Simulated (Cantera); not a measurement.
A closed system holds: 1 mol SiO₂, 0.028 mol Si, 0.11 mol H₂, a varied amount of C, held at 1152 °C and 1 atm.

Equilibrium computed with Cantera from the NASA thermochemical tables; the gas is ideal and each condensed phase is pure. Candidate condensed phases: C, C₆H₆, C₇H₈, C₈H₁₈, H₂O, Si, SiC, SiO₂; 123 gas species. Mutual solubility and eutectic melting of coexisting phases are not modelled. The tables hold silica as quartz up to 1696 K and as liquid above; real silica turns to tridymite and cristobalite and melts near 1996 K. Rates play no part.

log p: log10 of the partial pressure in bar; n: condensed amount in mol.

```
n(C) (mol)  log p H₂  log p CO  log p CH₄  log p SiO  log p H₂O  n Si(s)  n SiC(s)  n SiO₂(β-quartz)  n C(graphite)
----------  --------  --------  ---------  ---------  ---------  -------  --------  ----------------  -------------
0.018           0.01     -5.60      -4.68      -3.91      -5.84  0.01000    0.0180             1.000              0
0.024           0.01     -5.60      -4.68      -3.91      -5.84  0.00400    0.0240             1.000              0
0.03            0.00     -2.20      -2.42      -5.05      -4.71        0    0.0283             1.000              ?
0.038           0.00     -2.20      -2.42      -5.05      -4.71        0    0.0283             1.000              ?
0.049           0.00     -2.20      -2.42      -5.05      -4.71        0    0.0283             1.000              ?
0.063           0.00     -2.20      -2.42      -5.05      -4.71        0    0.0283             1.000              ?
0.08            0.00     -2.20      -2.42      -5.05      -4.71        0    0.0283             1.000              ?
0.1             0.00     -2.20      -2.42      -5.05      -4.71        0    0.0283             1.000              ?
0.13            0.00     -2.20      -2.42      -5.05      -4.71        0    0.0283             1.000              ?
0.17            0.00     -2.20      -2.42      -5.05      -4.71        0    0.0283             1.000              ?
0.21            0.00     -2.20      -2.42      -5.05      -4.71        0    0.0283             1.000              ?
0.27            0.00     -2.20      -2.42      -5.05      -4.71        0    0.0283             1.000              ?
0.35            0.00     -2.20      -2.42      -5.05      -4.71        0    0.0283             1.000              ?
```

### Question
What belongs in the gaps?

### Answer

- 0.03, n C(graphite): 0.000544
- 0.038, n C(graphite): 0.00854
- 0.049, n C(graphite): 0.0195
- 0.063, n C(graphite): 0.0335
- 0.08, n C(graphite): 0.0505
- 0.1, n C(graphite): 0.0705
- 0.13, n C(graphite): 0.101
- 0.17, n C(graphite): 0.141
- 0.21, n C(graphite): 0.181
- 0.27, n C(graphite): 0.241
- 0.35, n C(graphite): 0.321
